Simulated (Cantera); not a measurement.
Charge: 1 mol Si, 0.54 mol H2O, 0.07 mol O2, at 1675 K and 120000 Pa.

These are equilibrium values from Cantera (NASA tables, ideal gas, pure condensed phases), not measurements of a reactor. Candidate condensed phases: H2O, Si, SiO2; 18 gas species. Mutual solubility and eutectic melting of coexisting phases are not modelled. The tables hold silica as quartz up to 1696 K and as liquid above; real silica turns to tridymite and cristobalite and melts near 1996 K. Gases not in the tables: Si2H6 and higher silanes. Kinetics and transport are ignored.

Base state: H2 0.992, SiO 0.00741, H 0.000106, H2O 1.75e-5, SiH2 1.12e-5 (mole fractions); condensed: Si(s) + SiO2(β-quartz).

### Question
What changes in the equilibrium state with this change: O2 from 0.07 to 1.1 mol?

### Answer
```tsv
species	before	after
H2O	1.75e-5	0.843
O2	<1e-9	0.156
OH	<1e-9	0.000789
H2	0.992	3.00e-5
SiO	0.00741	<1e-9
O	<1e-9	1.23e-5
SiH2	1.12e-5	<1e-9
H	0.000106	5.81e-7
Si(s), mol	0.658	0
SiO2(β-quartz), mol	0.338	1.00
```
Gases not in the tables: Si(OH)4.

### Question
What changes in the equilibrium state with this change: Si replaced by B?

### Answer
```tsv
species	before	after
H2	0.992	0.973
HBO	0	0.0174
B3O3H3	0	0.00697
SiO	0.00741	0
B2O2	0	0.00152
HBO2	0	0.000620
B2O3	0	0.000438
BH2	0	4.85e-5
Si(s), mol	0.658	0
SiO2(β-quartz), mol	0.338	0
B(s), mol	0	0.539
B2O3(l), mol	0	0.219
```
The tables' values for BH2 are old estimates; treat these amounts as uncertain. Gases not in the tables: B2H6 and higher boranes. Further candidate phases: B, B2O3, B3O3H3.
